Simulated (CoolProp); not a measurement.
Vapour-liquid equilibrium of R114 (1) + n-heptane (2) at 11.85 °C; x and y are mole fractions of (1).

Values from CoolProp's multi-fluid Helmholtz-energy mixture model, Platzer 1990 and Span 2003; pair parameters Bell 2016. This equation is an older, rougher fit; its heat capacities, sound speeds and derivatives of the liquid may be far off and weren't checked against measurements.

```tsv
x	bubble pressure (kPa)	y at the bubble point	dew pressure at overall composition x (kPa)	liquid density (mol/L)
0.05	14.70	0.801	3.206	6.968
0.2	45.49	0.944	3.800	(withheld)
0.35	69.02	(withheld)	4.664	7.455
0.5	86.55	0.978	6.034	(withheld)
0.65	100.8	0.984	8.545	8.000
0.8	114.6	0.990	14.63	8.301
0.95	130.9	0.997	50.13	8.626
```

Some entries are withheld; supply them.


- 0.2, liquid density (mol/L): 7.205
- 0.35, y at the bubble point: 0.968
- 0.5, liquid density (mol/L): 7.719

No azeotrope shows between x = 0.05 and 0.95.

The pair parameters rest on a limited set of measurements; away from them the model extrapolates. With so large a gap from Raoult's law the liquid may split in two, which this calculation doesn't test in full.
